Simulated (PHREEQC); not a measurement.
1 kg of water holding 13 mmol/kgw KCl, 10 mmol/kgw CaCl2, 31 mmol/kgw MgCl2 and 7 mmol/kgw SrCl2 is evaporated at 25 °C; the solids stay in contact with the brine. The system is closed to CO2. The run lets Bischofite, Brucite, Carnallite, Portlandite, Sylvite, MgCl2_4H2O precipitate or redissolve, and no other solid.

The series has 26 steps of water left (kg), from 1 to 0.006078.

Computed with PHREEQC (Pitzer model, pitzer.dat).

**Question.** Which solids form, in which order, and at which step of the series does each first stand?

**Answer.** Sylvite from water left = 0.01337 kg, last present at water left = 0.008104 kg; Carnallite from water left = 0.008104 kg.

Complexes and solids missing from the database can't appear.
